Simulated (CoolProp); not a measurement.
Decamethyltetrasiloxane (MD2M) along the isobar 0.101 MPa: fugacity coefficient from the reference equation and from simpler models built on Tc = 599.4 K, pc = 1.144 MPa, ω = 0.635; each cubic takes its own stable root.

The numbers come from the reference Helmholtz-energy equation of state, Thol 2017 in CoolProp.

| T (K) | phase | reference |
|---|---|---|
| 425.9 | liquid | 0.3133 |
| 434.5 | liquid | 0.4028 |
| 443 | liquid | 0.5092 |
| 451.6 | liquid | 0.6370 |
| 460.1 | liquid | 0.7850 |
| 468.7 | gas | 0.9325 |
| 477.2 | gas | 0.9366 |
| 485.8 | gas | 0.9404 |
| 494.4 | gas | 0.9439 |
| 502.9 | gas | 0.9471 |
| 511.5 | gas | 0.9502 |
| 520 | gas | 0.9529 |
| 528.6 | gas | 0.9556 |
| 537.1 | gas | 0.9580 |
| 545.7 | gas | 0.9603 |
| 554.3 | gas | 0.9625 |

Task: How far does each simpler model (Soave-Redlich-Kwong, Peng-Robinson) lie from the reference over these 16 states: mean and median of the absolute difference, and the worst?

Result: 
- Soave-Redlich-Kwong: mean 0.4 %, median 0.4 %, worst -0.6 % at 468.7 K and 0.101 MPa
- Peng-Robinson: mean 0.8 %, median 0.8 %, worst +1.9 % at 425.9 K and 0.101 MPa
